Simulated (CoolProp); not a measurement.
The fluid at 298.15 K and 7.33 MPa is throttled through a valve to 3.38 MPa with no heat exchange. The same conditions are run with several fluids, on thermodynamics alone (safety and materials aside).

Model: reference Helmholtz-energy equation of state of each fluid (decamethyltetrasiloxane (MD2M): Thol 2017; R22: Kamei 1995; R245fa: Akasaka 2015; R11: Jacobsen 1992; R143a: Lemmon and Jacobsen 2000), in CoolProp.

```
fluid                           temperature change (K)  final density (kg/m³)
------------------------------  ----------------------  ---------------------
decamethyltetrasiloxane (MD2M)                     [?]                    [?]
R22                                               +0.3                    [?]
R245fa                                            +1.0                    [?]
R11                                               +1.7                    [?]
R143a                                              [?]                    [?]
```

Question: Fill in the missing entries.

Answer: 
- decamethyltetrasiloxane (MD2M), temperature change (K): +1.8
- decamethyltetrasiloxane (MD2M), final density (kg/m³): 851
- R22, final density (kg/m³): 1200
- R245fa, final density (kg/m³): 1350
- R11, final density (kg/m³): 1480
- R143a, temperature change (K): -0.3
- R143a, final density (kg/m³): 952
